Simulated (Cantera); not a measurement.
Input: 1 mol SiO₂, 0.36 mol Si, 6.2 mol N₂, equilibrated at 10.0 mbar.

These are equilibrium values from Cantera (NASA tables, ideal gas, pure condensed phases), not measurements of a reactor. Candidate condensed phases: Si, SiO₂, Si₂N₂O, Si₃N₄; 16 gas species. The tables hold silica as quartz up to 1696 K and as liquid above; real silica turns to tridymite and cristobalite and melts near 1996 K. Equilibrium is a limit: real reactors are often held back by kinetics, nucleation or transport.

### Question
What share of the Si ends up in condensed phases as a function of T (K), at 1800, 1900, 2000, 2100, 2200, 2300, 2400, 2500?

### Answer
```
T (K)  Si condensed (%)               as
-----  ----------------  ---------------
1800               47.1  SiO₂(condensed)
1900               47.1  SiO₂(condensed)
2000               47.0          SiO₂(l)
2100               47.0          SiO₂(l)
2200               46.2          SiO₂(l)
2300               37.2          SiO₂(l)
2400                0.0                -
2500                0.0                -
```
